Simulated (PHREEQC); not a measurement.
Consider water at 30 °C with 0.014 mol/kgw CaCl2, 1.2e-05 mol/kgw CO2 and 2e-06 mol/kgw H4SiO4. Closed to the air; pH follows from the charge balance.

Computed with PHREEQC (ion-association model, wateq4f.dat).

This is a speciation only: nothing precipitates in the calculation.

### Question
Estimate the pH.

### Answer
pH 5.65.

### Question
In which forms is C present?

### Answer
CO2 78 %, HCO3- 20 %, CaHCO3+ 1.9 % of the C.

Complexes and solids missing from the database can't appear.
